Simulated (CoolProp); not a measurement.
n-perfluorohexane along the isotherm 292.1 K: density (kg/m³) from the reference equation and from simpler models built on Tc = 448.0 K, pc = 1.742 MPa, ω = 0.497; each cubic takes its own stable root.

Values from CoolProp's reference Helmholtz-energy equation of state, Gao 2022.

```csv
p (MPa),phase,reference
0.00826,gas,1.158
0.0129,gas,1.816
0.02,gas,2.835
0.0312,liquid,1693
0.0486,liquid,1694
0.0756,liquid,1694
0.118,liquid,1694
0.183,liquid,1694
0.285,liquid,1695
0.444,liquid,1695
0.692,liquid,1696
1.08,liquid,1698
1.68,liquid,1700
2.61,liquid,1704
```

Problem. How far does each simpler model (van der Waals, Soave-Redlich-Kwong, Peng-Robinson) lie from the reference over these 14 states: mean and median of the absolute difference, and the worst?

Solution. 
- van der Waals: mean 54.4 %, median 44.3 %, worst -99.7 % at 292.1 K and 0.0312 MPa
- Soave-Redlich-Kwong: mean 10.3 %, median 13.1 %, worst -13.2 % at 292.1 K and 0.0312 MPa
- Peng-Robinson: mean 1.5 %, median 1.9 %, worst -2.0 % at 292.1 K and 0.0312 MPa

At some of these states van der Waals gives the other phase, because its saturation line lies elsewhere.
